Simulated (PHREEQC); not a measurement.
## Copper plating or etch bath: an equilibrium model

Consider water at 25 °C with 0.1 mol/kgw Cu(BF4)2, 0.0043 mol/kgw H2SO4 and 0.072 mol/kgw Na2SO4. Closed to the air; pH follows from the charge balance.

Model: ion-association model, wateq4f.dat, run in PHREEQC.

Each row changes one thing in this solution. Precipitation was switched off in this run.

| case | pH | ionic strength (mol/kgw) | SO4-2 (mol/kgw) | HSO4- (mol/kgw) |
|---|---|---|---|---|
| as made | 2.36 | 0.392 | 0.0364 | 0.00512 |
| Cu(BF4)2 left out | 2.62 | 0.195 | 0.0592 | 0.00559 |
| temperature from 25 to 85 °C | 2.69 | 0.388 | 0.0333 | 0.00921 |
| Cu(BF4)2 replaced by NH4BF4 at the same molality | 2.48 | 0.274 | 0.0480 | 0.00571 |
| 0.0015 mol/kgw HF added | 2.35 | 0.392 | 0.0364 | 0.00522 |
| diluted 2-fold with water | 2.52 | 0.202 | 0.0202 | 0.00236 |
| Na2SO4 left out | 2.15 | 0.303 | 0.00166 | 0.000412 |
| temperature from 25 to 35 °C | 2.40 | 0.390 | 0.0357 | 0.00566 |
| H2SO4 replaced by ZnSO4 at the same molality | 2.69 | 0.396 | 0.0371 | 0.00242 |

Constants without temperature data keep their 25 °C values here. Real BF4- forms and hydrolyses slowly; the run takes it at equilibrium.
